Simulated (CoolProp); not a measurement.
Sulfur hexafluoride along the isobar 23.7 bar: fugacity coefficient from the reference equation and from simpler models built on Tc = 45.6 °C, pc = 37.55 bar, ω = 0.210; each cubic takes its own stable root.

Values from CoolProp's reference Helmholtz-energy equation of state, Guder 2009.

```json
[
 {"T (°C)": "0.95", "phase": "liquid", "reference": "0.4607", "van der Waals": "0.6653", "Redlich-Kwong": "0.5262", "Soave-Redlich-Kwong": "0.4707", "Peng-Robinson": "0.4571"},
 {"T (°C)": "35.35", "phase": "gas", "reference": "0.7682", "van der Waals": "0.7975", "Redlich-Kwong": "0.7700", "Soave-Redlich-Kwong": "?", "Peng-Robinson": "0.7489"},
 {"T (°C)": "69.65", "phase": "gas", "reference": "0.8392", "van der Waals": "0.8449", "Redlich-Kwong": "0.8321", "Soave-Redlich-Kwong": "0.8375", "Peng-Robinson": "0.8197"},
 {"T (°C)": "103.95", "phase": "gas", "reference": "0.8848", "van der Waals": "?", "Redlich-Kwong": "0.8740", "Soave-Redlich-Kwong": "0.8845", "Peng-Robinson": "0.8676"},
 {"T (°C)": "138.35", "phase": "gas", "reference": "0.9163", "van der Waals": "0.9032", "Redlich-Kwong": "0.9038", "Soave-Redlich-Kwong": "0.9177", "Peng-Robinson": "0.9019"},
 {"T (°C)": "172.65", "phase": "gas", "reference": "?", "van der Waals": "0.9219", "Redlich-Kwong": "0.9256", "Soave-Redlich-Kwong": "0.9415", "Peng-Robinson": "0.9268"},
 {"T (°C)": "206.95", "phase": "gas", "reference": "0.9552", "van der Waals": "0.9365", "Redlich-Kwong": "0.9419", "Soave-Redlich-Kwong": "?", "Peng-Robinson": "0.9455"},
 {"T (°C)": "241.35", "phase": "gas", "reference": "0.9676", "van der Waals": "0.9479", "Redlich-Kwong": "0.9544", "Soave-Redlich-Kwong": "0.9721", "Peng-Robinson": "0.9597"},
 {"T (°C)": "275.65", "phase": "gas", "reference": "0.9769", "van der Waals": "0.9571", "Redlich-Kwong": "0.9640", "Soave-Redlich-Kwong": "0.9820", "Peng-Robinson": "0.9705"},
 {"T (°C)": "309.95", "phase": "gas", "reference": "0.9841", "van der Waals": "0.9645", "Redlich-Kwong": "0.9717", "Soave-Redlich-Kwong": "0.9895", "Peng-Robinson": "0.9790"}
]
```

Q: Fill in the missing entries.

A: 
- 35.35, Soave-Redlich-Kwong: 0.7671
- 103.95, van der Waals: 0.8784
- 172.65, reference: 0.9388
- 206.95, Soave-Redlich-Kwong: 0.9590
